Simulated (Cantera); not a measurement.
Source: NASA polynomial tables (part measured, part estimated), evaluated in Cantera. Values are per mole of reaction as written; species without (g) are pure solids or liquids, kept so even where they would boil at 1 bar.

1.143 Ti + O2(g) → 0.2857 Ti4O7

```
T (K)    ΔH° (kJ)   ΔS° (J/K)    ΔG° (kJ)     log10 K  condensed phases
-----  ----------  ----------  ----------  ----------  ----------------
1550   (withheld)  (withheld)  (withheld)  (withheld)   Ti(β), Ti4O7(s)
1650       -960.5      -168.1      -683.1       21.62   Ti(β), Ti4O7(s)
1750   (withheld)  (withheld)  (withheld)  (withheld)   Ti(β), Ti4O7(s)
1850   (withheld)  (withheld)  (withheld)  (withheld)   Ti(β), Ti4O7(s)
1950       -974.5      -175.2      -632.9       16.95   Ti(l), Ti4O7(s)
```

**Question.** What belongs in the gaps?

**Answer.** 
- 1550, ΔH° (kJ): -961.8
- 1550, ΔS° (J/K): -168.9
- 1550, ΔG° (kJ): -700.0
- 1550, log10 K: 23.59
- 1750, ΔH° (kJ): -959.5
- 1750, ΔS° (J/K): -167.5
- 1750, ΔG° (kJ): -666.3
- 1750, log10 K: 19.89
- 1850, ΔH° (kJ): -958.5
- 1850, ΔS° (J/K): -167.0
- 1850, ΔG° (kJ): -649.6
- 1850, log10 K: 18.34
